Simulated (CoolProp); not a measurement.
A single-stage vapour-compression cycle with the fluid: evaporating at 315.15 K (dew point), condensing at 384.15 K (bubble point), superheat 8 K, subcooling 0 K, compressor efficiency 0.8, no pressure losses. The same conditions are run with several fluids, on thermodynamics alone (safety and materials aside).

The numbers come from the reference Helmholtz-energy equation of state of each fluid (R1336mzz(E): Akasaka 2023; isohexane: Lemmon 2006; n-perfluoropentane: Gao 2022; sulfur dioxide: Gao 2016; cyclohexane: Zhou 2014; tetrahydrofuran: Fiedler 2023) in CoolProp.

| fluid | cooling COP | pressure ratio | discharge temperature (K) | refrigerating effect (kJ/kg) | volumetric capacity (kJ/m³) |
|---|---|---|---|---|---|
| R1336mzz(E) | 1.60 | 5.57 | 385.1 | 46.3 | 1070 |
| isohexane | 2.37 | 7.35 | 384.1 | 177 | 319 |
| n-perfluoropentane | 0.809 | 6.23 | 384.2 | 13.2 | 240 |
| sulfur dioxide | 2.60 | 5.18 | 475.8 | 237 | 4150 |
| cyclohexane | 2.76 | 8.69 | 385.3 | 247 | 209 |
| tetrahydrofuran | 2.94 | 8.26 | 406.9 | 310 | 367 |

The compression ends wet for: isohexane; n-perfluoropentane.
